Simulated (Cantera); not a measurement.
# Thermodynamics of silicates and aluminates, feed SiO2 + MgO + H2

A closed system holds: 1 mol SiO2, a varied amount of MgO, 0.28 mol H2, at 950 K and 10.0 mbar.

These are equilibrium values from Cantera (NASA tables, ideal gas, pure condensed phases), not measurements of a reactor. Candidate condensed phases: H2O, Mg, MgO, Mg(OH)2, MgSiO3, Mg2SiO4, Si, SiO2; 24 gas species. Condensed phases not in the tables: alloys, solid solutions and most ternary compounds. Kinetics and transport are ignored.

From 0.17 mol MgO to 0.96 mol MgO the condensed part is MgSiO3(s) + SiO2(β-quartz). From 1.1 mol MgO to 1.7 mol MgO the condensed part is MgSiO3(s) + Mg2SiO4(s).

```tsv
n(MgO) (mol)	log p H2	log p H	log p H2O	log p SiO	n MgSiO3(s)	n SiO2(β-quartz)	n Mg2SiO4(s)
0.17	-2.00	-10.25	-10.84	-10.97	0.170	0.830	0
0.33	-2.00	-10.25	-10.84	-10.97	0.330	0.670	0
0.49	-2.00	-10.25	-10.84	-10.97	0.490	0.510	0
0.64	-2.00	-10.25	-10.84	-10.97	0.640	0.360	0
0.8	-2.00	-10.25	-10.84	-10.97	0.800	0.200	0
0.96	-2.00	-10.25	-10.84	-10.97	0.960	0.0400	0
1.1	-2.00	-10.25	-10.96	-11.26	0.900	0	0.100
1.3	-2.00	-10.25	-10.96	-11.26	0.700	0	0.300
1.4	-2.00	-10.25	-10.96	-11.26	0.600	0	0.400
1.6	-2.00	-10.25	-10.96	-11.26	0.400	0	0.600
1.7	-2.00	-10.25	-10.96	-11.26	0.300	0	0.700
```
log p: log10 of the partial pressure in bar; n: condensed amount in mol.
